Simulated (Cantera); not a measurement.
CaCO₃ + C + H₂O (calcination and drying)

Charge: 1 mol CaCO₃, 0.028 mol C, 2.6 mol H₂O, equilibrated at 1330 Pa.

Method: chemical equilibrium by Gibbs-energy minimisation in Cantera with the NASA 1993 tables (ideal gas, pure condensed phases). Candidate condensed phases: C, C₆H₆, C₇H₈, C₈H₁₈, Ca, CaCO₃, CaO, Ca(OH)₂, H₂O; 115 gas species. Equilibrium is a limit: real reactors are often held back by kinetics, nucleation or transport.

| T (K) | x H₂O | x CO₂ | x CO | x H₂ | n CaO(s) |
|---|---|---|---|---|---|
| 1023 | 0.705 | 0.280 | 0.00360 | 0.0118 | 1.00 |
| 1123 | 0.706 | 0.279 | 0.00465 | 0.0108 | 1.00 |
| 1223 | 0.707 | 0.278 | 0.00563 | 0.00981 | 1.00 |
| 1323 | 0.708 | 0.277 | 0.00649 | 0.00894 | 1.00 |
| 1423 | 0.708 | 0.276 | 0.00724 | 0.00820 | 1.00 |
| 1523 | 0.709 | 0.275 | 0.00789 | 0.00757 | 1.000 |
| 1623 | 0.709 | 0.275 | 0.00853 | 0.00710 | 1.000 |
| 1723 | 0.708 | 0.273 | 0.00961 | 0.00709 | 1.000 |
| 1823 | 0.704 | 0.270 | 0.0126 | 0.00839 | 1.000 |
| 1923 | 0.695 | 0.262 | 0.0189 | 0.0117 | 1.000 |
x: gas mole fraction; n: condensed amount in mol.

From 1023 K to 1923 K the condensed part is CaO(s).
